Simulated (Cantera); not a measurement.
What does this Cantera script print?

```python
import numpy as np
import cantera as ct

gas = ct.Solution("gri30.yaml")
gas.TPX = 1025, 23000, {'CO': 0.015, 'O2': 0.026, 'H2O': 0.00033, 'N2': 1}
reactor = ct.IdealGasConstPressureReactor(gas, energy="off", clone=False)
net = ct.ReactorNet([reactor])
net.rtol, net.atol = 1e-08, 1e-18
show = ['CO', 'O2', 'H2O', 'NO', 'H2O2', 'NO2']
times = np.geomspace(5e-05, 50, 9)

steps = ct.SolutionArray(gas, extra=["t"])
rows = []
print(f"{'t/s':>10s}{'T/K':>9s}{'P/Pa':>11s}" + "".join(f"{s:>11s}" for s in show))
for t in times:
    while net.time < t:
        t_next = net.step()
        steps.append(gas.state, t=t_next)
    rows.append([np.interp(t, steps.t, y) for y in (steps.T, steps.P, *steps(*show).X.T)])
    print(f"{t:10.3e}{rows[-1][0]:9.1f}{rows[-1][1]:11.4g}" + "".join(f"{x:11.3e}" for x in rows[-1][2:]))
rate = np.gradient(steps.T, steps.t)
print("integrator steps:", len(steps.t))
if steps.T.max() > steps.T[0] + 200:
    print(f"time of steepest temperature rise: {steps.t[rate.argmax()]:.4e} s")
gas.TPX = 1025, 23000, {'CO': 0.015, 'O2': 0.026, 'H2O': 0.00033, 'N2': 1}
gas.equilibrate("TP")
print(f"equilibrium (TP): T = {gas.T:.1f} K  " + "  ".join(f"{s} {gas[s].X[0]:.3e}" for s in show))
```

It prints:

```
       t/s      T/K       P/Pa         CO         O2        H2O         NO       H2O2        NO2
 5.000e-05   1025.0    2.3e+04  1.440e-02  2.497e-02  3.169e-04  5.701e-24  3.339e-24  9.619e-34
 2.812e-04   1025.0    2.3e+04  1.440e-02  2.497e-02  3.169e-04  2.357e-22  1.418e-22  2.375e-31
 1.581e-03   1025.0    2.3e+04  1.440e-02  2.497e-02  3.169e-04  8.215e-21  5.998e-20  8.150e-29
 8.891e-03   1025.0    2.3e+04  1.440e-02  2.497e-02  3.169e-04  2.683e-19  3.521e-17  1.261e-25
 5.000e-02   1025.0    2.3e+04  1.440e-02  2.497e-02  3.169e-04  1.421e-17  6.187e-14  1.324e-21
 2.812e-01   1025.0    2.3e+04  1.159e-02  2.342e-02  2.915e-04  1.933e-08  3.708e-09  3.375e-11
 1.581e+00   1025.0    2.3e+04  4.673e-04  1.812e-02  3.170e-04  1.405e-07  4.281e-09  1.143e-09
 8.891e+00   1025.0    2.3e+04  1.266e-05  1.790e-02  3.190e-04  1.488e-07  2.629e-10  6.088e-09
 5.000e+01   1025.0    2.3e+04  2.293e-07  1.789e-02  3.192e-04  1.502e-07  7.522e-12  6.464e-09
integrator steps: 1785
equilibrium (TP): T = 1025.0 K  CO 3.176e-11  O2 1.789e-02  H2O 3.192e-04  NO 1.330e-05  H2O2 7.880e-14  NO2 8.424e-08
```

Cantera simulation using GRI-Mech 3.0 (53 species, 325 reactions); the numbers are that mechanism's predictions, not measurements.
